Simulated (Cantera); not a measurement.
# Thermodynamics of silicon carbide growth, feed CH3SiCl3 + CH4 + H2 + HCl

Charge: 1 mol CH3SiCl3, 1.4 mol CH4, 18 mol H2, 0.048 mol HCl, held at 1348.15 K and 0.0290 bar.

These are equilibrium values from Cantera (NASA tables, ideal gas, pure condensed phases), not measurements of a reactor. Candidate condensed phases: C, C6H6, C7H8, C8H18, Si, SiC; 109 gas species. The feed counts by its element totals alone. The tables' values for SiCl3 are old estimates; treat these amounts as uncertain. Rates play no part.

- x(H2): 0.872
- x(HCl): 0.127
- x(SiCl2): 0.000196
- x(CH4): 0.000129
- x(SiCl3): 3.38e-5
- x(SiCl4): 2.92e-5
- x(H): 1.27e-5
- x(SiHCl3): 1.14e-5
- x(Cl): 1.55e-6
- n(C(graphite)): 1.40 mol
- n(SiC(s)): 0.994 mol
- gas amount: 23.84 mol
- log10 activity of Si(s) (absent): -2.42
